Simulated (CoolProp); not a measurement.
The numbers come from the reference Helmholtz-energy equation of state, Platzer 1990 in CoolProp. This equation is an older, rougher fit; its heat capacities, sound speeds and derivatives of the liquid may be far off and weren't checked against measurements.

Problem. Give the vapour pressure (bar), vapour density (kg/m³), enthalpy of vaporisation (kJ/kg), surface tension (mN/m) of saturated R21 at 235.1, 299.7, 351.4 K.

Solution. 
```tsv
T (K)	p (bar)	vapour density (kg/m³)	enthalpy of vaporisation (kJ/kg)	surface tension (mN/m)
235.1	0.107	0.567	262	27.4
299.7	1.92	8.40	229	17.6
351.4	8.22	33.9	195	10.4
```

Surface tension comes from a separate correlation (Mulero 2012).
